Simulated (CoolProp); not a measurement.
Propyne along the isotherm 310.5 K: Z from the reference equation and from simpler models built on Tc = 402.7 K, pc = 5.658 MPa, ω = 0.204; each cubic takes its own stable root.

Values from CoolProp's reference Helmholtz-energy equation of state, Polt 1992. This equation is an older, rougher fit; its heat capacities, sound speeds and derivatives of the liquid may be far off and weren't checked against measurements.

| p (MPa) | phase | reference | van der Waals | Peng-Robinson |
|---|---|---|---|---|
| 2.83 | liquid | ___ | 0.1202 | ___ |
| 5.66 | liquid | 0.1464 | 0.2335 | 0.1421 |
| 8.49 | liquid | 0.2178 | 0.3425 | 0.2107 |
| 11.3 | liquid | 0.2879 | 0.4477 | 0.2777 |
| 14.1 | liquid | 0.3568 | 0.5502 | 0.3434 |
| 17 | liquid | 0.4273 | 0.6544 | 0.4104 |
| 19.8 | liquid | 0.4948 | 0.7534 | 0.4744 |
| 22.6 | liquid | 0.5615 | 0.8512 | 0.5377 |
| 25.5 | liquid | 0.6301 | 0.9512 | 0.6025 |
| 28.3 | liquid | 0.6957 | ___ | ___ |

Q: Some entries are withheld; supply them.

A: 
- 2.83, reference: 0.07382
- 2.83, Peng-Robinson: 0.07193
- 28.3, van der Waals: 1.047
- 28.3, Peng-Robinson: 0.6645
